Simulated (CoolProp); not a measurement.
R365MFC along the isotherm 278.5 K: density (kg/m³) from the reference equation and from simpler models built on Tc = 460.0 K, pc = 3.266 MPa, ω = 0.377; each cubic takes its own stable root.

Computed with CoolProp (reference Helmholtz-energy equation of state, Lemmon 2016).

| p (MPa) | phase | reference | van der Waals | Redlich-Kwong | Peng-Robinson |
|---|---|---|---|---|---|
| 0.817 | liquid | ___ | 779.9 | 1146 | 1354 |
| 1.63 | liquid | ___ | 784.7 | 1149 | 1356 |
| 2.45 | liquid | ___ | 789.2 | 1153 | 1358 |
| 3.27 | liquid | ___ | 793.4 | 1156 | 1360 |
| 4.08 | liquid | ___ | 797.4 | 1159 | 1362 |
| 4.9 | liquid | 1308 | 801.2 | 1163 | 1364 |
| 5.72 | liquid | 1309 | 804.7 | 1166 | 1366 |
| 6.53 | liquid | 1311 | 808.1 | ___ | 1367 |
| 7.35 | liquid | 1312 | 811.3 | 1171 | 1369 |
| 8.17 | liquid | 1314 | ___ | 1174 | ___ |

Fill in the missing entries.


- 0.817, reference: 1300
- 1.63, reference: 1301
- 2.45, reference: 1303
- 3.27, reference: 1305
- 4.08, reference: 1306
- 6.53, Redlich-Kwong: 1169
- 8.17, van der Waals: 814.4
- 8.17, Peng-Robinson: 1371
